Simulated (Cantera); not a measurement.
# Si₂H₆ + H₂O + N₂ (silicon oxide and oxynitride deposition)

A closed system holds: 1 mol Si₂H₆, 0.48 mol H₂O, 1.8 mol N₂, at 0.00133 bar.

Cantera equilibrium calculation (NASA polynomials, part measured and part estimated; ideal gas, pure solids and liquids). Candidate condensed phases: H₂O, Si, SiO₂, Si₂N₂O, Si₃N₄; 35 gas species. The feed counts by its element totals alone. N₂ is the only nitrogen source here; it is nearly inert below about 1500 K, so the nitride shown seldom forms there in practice. Mutual solubility and eutectic melting of coexisting phases are not modelled. The tables' values for SiN are old estimates; treat these amounts as uncertain. Gases not in the tables: Si₂H₆ and higher silanes. The numbers say what is thermodynamically allowed, not how fast it happens.

From 1023 K to 1548 K the condensed part is Si₂N₂O(s) + Si₃N₄(s). At 1623 K the condensed part is Si(s) + Si₂N₂O(s). From 1698 K to 1923 K the condensed part is Si(l).

| T (K) | x H₂ | x N₂ | x SiO | x H | x Si | x SiH | x Si₂N | x Si₂ | n Si₂N₂O(s) | n Si₃N₄(s) | n Si(s) | n Si(l) |
|---|---|---|---|---|---|---|---|---|---|---|---|---|
| 1023 | 0.847 | 0.153 | <1e-12 | 1.04e-7 | <1e-12 | <1e-12 | <1e-12 | <1e-12 | 0.480 | 0.347 | 0 | 0 |
| 1098 | 0.847 | 0.153 | 1.53e-11 | 6.24e-7 | <1e-12 | <1e-12 | <1e-12 | <1e-12 | 0.480 | 0.347 | 0 | 0 |
| 1173 | 0.847 | 0.153 | 9.19e-10 | 2.97e-6 | <1e-12 | <1e-12 | <1e-12 | <1e-12 | 0.480 | 0.347 | 0 | 0 |
| 1248 | 0.847 | 0.153 | 3.34e-8 | 1.18e-5 | 4.07e-11 | 1.53e-11 | <1e-12 | <1e-12 | 0.480 | 0.347 | 0 | 0 |
| 1323 | 0.847 | 0.153 | 8.00e-7 | 4.00e-5 | 1.80e-9 | 4.43e-10 | 2.46e-12 | <1e-12 | 0.480 | 0.347 | 0 | 0 |
| 1398 | 0.847 | 0.153 | 1.35e-5 | 0.000119 | 5.25e-8 | 8.89e-9 | 1.81e-10 | 2.76e-12 | 0.480 | 0.347 | 0 | 0 |
| 1473 | 0.847 | 0.153 | 0.000171 | 0.000319 | 1.08e-6 | 1.31e-7 | 8.57e-9 | 3.01e-10 | 0.479 | 0.347 | 0 | 0 |
| 1548 | 0.845 | 0.153 | 0.00168 | 0.000775 | 1.66e-5 | 1.47e-6 | 2.76e-7 | 2.06e-8 | 0.473 | 0.349 | 0 | 0 |
| 1623 | 0.706 | 0.280 | 0.0121 | 0.00159 | 0.000117 | 7.22e-6 | 3.08e-6 | 3.37e-7 | 0.420 | 0 | 1.10 | 0 |
| 1698 | 0.601 | 0.312 | 0.0832 | 0.00307 | 0.000493 | 2.17e-5 | 1.11e-5 | 2.14e-6 | 0 | 0 | 0 | 1.52 |
| 1773 | 0.598 | 0.311 | 0.0829 | 0.00603 | 0.00160 | 5.57e-5 | 2.59e-5 | 8.89e-6 | 0 | 0 | 0 | 1.51 |
| 1848 | 0.592 | 0.309 | 0.0825 | 0.0112 | 0.00471 | 0.000132 | 5.63e-5 | 3.27e-5 | 0 | 0 | 0 | 1.49 |
| 1923 | 0.580 | 0.305 | 0.0814 | 0.0197 | 0.0127 | 0.000290 | 0.000114 | 0.000109 | 0 | 0 | 0 | 1.44 |
x: gas mole fraction; n: condensed amount in mol.
